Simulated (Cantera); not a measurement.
A perfectly stirred reactor is fed with 15.2 % CH4, 17.9 % O2, 67.0 % N2, at 210 Torr; it is adiabatic with a 650 K inlet, and is followed from long to short residence time, starting on the burning branch (τ in s: 0.44, 0.16, 0.058, 0.021, 0.0077, 0.0028, 0.001, 0.00037, 0.00013, 4.9e-05, 1.8e-05).

Model: GRI-Mech 3.0 (53 species, 325 reactions), integrated in Cantera.

x: mole fraction; the columns are a selection and need not sum to one.

| τ (s) | T (K) | x CH4 | x O2 | x CH2O | x HO2 | x HCO |
|---|---|---|---|---|---|---|
| 0.44 | 2012 | 0.000192 | 5.03e-5 | 1.37e-6 | 5.29e-9 | (withheld) |
| 0.16 | 2010 | 0.000374 | 0.000120 | 3.16e-6 | 1.27e-8 | (withheld) |
| 0.058 | 2008 | 0.000681 | 0.000286 | 7.04e-6 | 3.20e-8 | (withheld) |
| 0.021 | 2004 | 0.00116 | 0.000673 | 1.51e-5 | 8.53e-8 | (withheld) |
| 0.0077 | 1994 | 0.00190 | 0.00157 | 3.12e-5 | 2.48e-7 | (withheld) |
| 0.0028 | 1972 | 0.00323 | 0.00381 | 6.57e-5 | 8.63e-7 | (withheld) |
| 0.0010 | 1900 | 0.00701 | 0.0113 | 0.000163 | 4.61e-6 | (withheld) |
| 0.00037 | 650 | 0.152 | 0.179 | <1e-12 | <1e-12 | <1e-12 |
| 0.00013 | 650 | 0.152 | 0.179 | <1e-12 | <1e-12 | <1e-12 |
| 4.9e-5 | 650 | 0.152 | 0.179 | <1e-12 | <1e-12 | <1e-12 |
| 1.8e-5 | 650 | 0.152 | 0.179 | <1e-12 | <1e-12 | <1e-12 |

Question: What belongs in the gaps?

Answer: 
- 0.44, x HCO: 7.05e-8
- 0.16, x HCO: 1.55e-7
- 0.058, x HCO: 3.63e-7
- 0.021, x HCO: 8.61e-7
- 0.0077, x HCO: 2.00e-6
- 0.0028, x HCO: 4.69e-6
- 0.0010, x HCO: 1.13e-5
